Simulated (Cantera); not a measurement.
**Si + HCl + N₂ (silicon etching in halogen gases)**

A closed system holds: 1 mol Si, a varied amount of HCl, 27 mol N₂, equilibrated at 827 °C and 10.0 Torr.

These are equilibrium values from Cantera (NASA tables, ideal gas, pure condensed phases), not measurements of a reactor. Candidate condensed phases: NH₄Cl, Si, Si₃N₄; 28 gas species. N₂ is the only nitrogen source here; it is nearly inert below about 1500 K, so the nitride shown seldom forms there in practice. The tables' values for SiCl₃ are old estimates; treat these amounts as uncertain. Kinetics and transport are ignored.

From 1.2 mol HCl to 9 mol HCl the condensed part is Si₃N₄(s). From 11 mol HCl to 12 mol HCl nothing is condensed. The main Si-bearing gas is SiCl₄ throughout.

```json
[
 {"n(HCl) (mol)": "1.2", "x N₂": "0.959", "x HCl": "0.0335", "x H₂": "0.00507", "x SiCl₄": "0.00250", "x SiCl₃": "3.80e-5", "x SiHCl₃": "5.58e-6", "x SiCl₂": "8.02e-6", "n Si₃N₄(s)": "0.310"},
 {"n(HCl) (mol)": "2.7", "x N₂": "0.913", "x HCl": "0.0672", "x H₂": "0.0130", "x SiCl₄": "0.00641", "x SiCl₃": "7.76e-5", "x SiHCl₃": "1.83e-5", "x SiCl₂": "1.31e-5", "n Si₃N₄(s)": "0.270"},
 {"n(HCl) (mol)": "4.3", "x N₂": "0.870", "x HCl": "0.0977", "x H₂": "0.0216", "x SiCl₄": "0.0107", "x SiCl₃": "0.000115", "x SiHCl₃": "3.48e-5", "x SiCl₂": "1.71e-5", "n Si₃N₄(s)": "0.223"},
 {"n(HCl) (mol)": "5.9", "x N₂": "0.831", "x HCl": "0.124", "x H₂": "0.0300", "x SiCl₄": "0.0148", "x SiCl₃": "0.000148", "x SiHCl₃": "5.28e-5", "x SiCl₂": "2.05e-5", "n Si₃N₄(s)": "0.172"},
 {"n(HCl) (mol)": "7.4", "x N₂": "0.798", "x HCl": "0.146", "x H₂": "0.0375", "x SiCl₄": "0.0186", "x SiCl₃": "0.000176", "x SiHCl₃": "7.04e-5", "x SiCl₂": "2.32e-5", "n Si₃N₄(s)": "0.123"},
 {"n(HCl) (mol)": "9", "x N₂": "0.766", "x HCl": "0.166", "x H₂": "0.0451", "x SiCl₄": "0.0223", "x SiCl₃": "0.000204", "x SiHCl₃": "8.94e-5", "x SiCl₂": "2.58e-5", "n Si₃N₄(s)": "0.0684"},
 {"n(HCl) (mol)": "11", "x N₂": "0.730", "x HCl": "0.190", "x H₂": "0.0538", "x SiCl₄": "0.0267", "x SiCl₃": "0.000233", "x SiHCl₃": "0.000112", "x SiCl₂": "2.83e-5", "n Si₃N₄(s)": "0"},
 {"n(HCl) (mol)": "12", "x N₂": "0.710", "x HCl": "0.211", "x H₂": "0.0524", "x SiCl₄": "0.0260", "x SiCl₃": "0.000201", "x SiHCl₃": "9.53e-5", "x SiCl₂": "2.17e-5", "n Si₃N₄(s)": "0"}
]
```
x: gas mole fraction; n: condensed amount in mol.
